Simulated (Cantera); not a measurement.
Feed: 1 mol C2F6, 0.085 mol HCl, 0.25 mol H2, at 2450 °C and 1.20 mbar.

Cantera equilibrium calculation (NASA polynomials, part measured and part estimated; ideal gas, pure solids and liquids). The feed counts by its element totals alone. Kinetics and transport are ignored.

```csv
species,before,after
HF,0.0954,0.361
Cl,0.0140,0.322
F,0.806,0.267
H,0.00135,0.0154
CF2,0.0211,0.00232
CF,0.0492,0.0163
HCl,8.54e-6,0.00223
H2,5.69e-7,7.39e-5
CF3,1.35e-5,4.92e-7
C2H,3.82e-6,4.35e-5
C,0.00231,0.00231
C4,1.41e-5,1.41e-5
"C(graphite), mol",1.37,1.51
```
Gas species are given as mole fractions.

**Question.** Name the change that produced these shifts.
(A) HCl from 0.085 to 3 mol
(B) temperature from 2450 °C to 2650 °C
(C) temperature from 2450 °C to 2825 °C
(D) temperature from 2450 °C to 2777 °C

**Answer.** A, HCl from 0.085 to 3 mol
